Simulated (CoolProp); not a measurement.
A closed Brayton cycle with nitrogen: compressor inlet 327.15 K and 3.8 MPa, high pressure 7.36 MPa, turbine inlet 800 K, compressor efficiency 0.89, turbine efficiency 0.9, recuperator effectiveness 0 (on enthalpy, no pinch check). Each further row changes one setting.

Values from CoolProp's reference Helmholtz-energy equation of state, Span 2000.

```
case                           thermal efficiency (%)  net work (kJ/kg)  compressor to turbine work  compressor exit (K)  turbine exit (K)
-----------------------------  ----------------------  ----------------  --------------------------  -------------------  ----------------
as stated                                        11.9              51.8                        0.61                404.4             682.9
turbine inlet 750 K                              11.4              43.5                        0.65                404.4             639.1
compressor inlet 337.15 K                        11.6              49.2                        0.63                416.7             682.9
high pressure 6.26 MPa                            9.3              42.7                        0.58                384.1             709.9
recuperator effectiveness 0.5                    18.1              51.8                        0.61                404.4             682.9
```
